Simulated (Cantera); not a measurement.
Standard-state values (1 bar) from the NASA 1993 polynomials, evaluated with Cantera. Values are per mole of reaction as written; species without (g) are pure solids or liquids, kept so even where they would boil at 1 bar.

0.6667 Cr + O2(g) = 0.6667 CrO3(g), with ΔH° = -195.3 kJ and ΔS° = -43.5 J/K at 300 K.

### Question
How far is the shortcut ΔG° ≈ ΔH°(300 K) − T·ΔS°(300 K) from the full temperature-dependent value at 475, 625, 775, 925, 1075 K?

### Answer
| T (K) | shortcut (kJ) | full (kJ) | difference (kJ) | difference in log10 K |
|---|---|---|---|---|
| 475 | -174.6 | -174.4 | -0.3 | 0.03 |
| 625 | -168.1 | -167.4 | -0.7 | 0.06 |
| 775 | -161.6 | -160.4 | -1.1 | 0.08 |
| 925 | -155.1 | -153.3 | -1.7 | 0.10 |
| 1075 | -148.5 | -146.2 | -2.3 | 0.11 |
The shortcut ignores the heat-capacity change of the reaction.
